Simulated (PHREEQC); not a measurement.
Make-up at 20 °C: 0.74 mol/kgw NaCl and 0.14 mol/kgw K2SO4. Closed to the air; pH follows from the charge balance.

The numbers come from PHREEQC with the Pitzer model, pitzer.dat.

```
quantity                  before  after
------------------------  ------  -----
pH                          7.19   0.75
ionic strength (mol/kgw)    1.16  0.998
SI of Halite (NaCl)        -2.26  -2.19
```

Problem. What was changed between the two runs?
(A) K2SO4 replaced by KOH at the same molality
(B) K2SO4 left out
(C) NaCl from 0.74 to 0.37 mol/kgw
(D) K2SO4 replaced by H2SO4 at the same molality

Solution. D, K2SO4 replaced by H2SO4 at the same molality

No solid was allowed to form.
